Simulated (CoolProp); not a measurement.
Vapour-liquid equilibrium of n-heptane (1) + o-xylene (2) at 142.15 °C; x and y are mole fractions of (1).

The numbers come from the multi-fluid Helmholtz-energy mixture model, Span 2003 and Zhou 2012; pair parameters Bell 2016 in CoolProp.

| x | bubble pressure, mixture model (kPa) | bubble pressure, Raoult's law (kPa) | y, mixture model | y, Raoult's law |
|---|---|---|---|---|
| 0.05 | 110.7 | 106.4 | 0.174 | 0.147 |
| 0.15 | 138.3 | 128.2 | 0.396 | 0.367 |
| 0.25 | 163.0 | 150.0 | 0.536 | 0.523 |
| 0.35 | 185.5 | 171.9 | 0.636 | 0.639 |
| 0.45 | 206.5 | 193.7 | 0.714 | 0.729 |
| 0.55 | 226.5 | 215.5 | 0.778 | 0.801 |
| 0.65 | 245.9 | 237.3 | 0.833 | 0.859 |
| 0.75 | 265.0 | 259.1 | 0.884 | 0.908 |
| 0.85 | 284.2 | 280.9 | 0.932 | 0.949 |
| 0.95 | 303.7 | 302.7 | 0.978 | 0.984 |

The largest gap from Raoult's law is +8.7 % in bubble pressure, at x = 0.25. No azeotrope shows between x = 0.05 and 0.95.

The pair parameters rest on a limited set of measurements; away from them the model extrapolates.
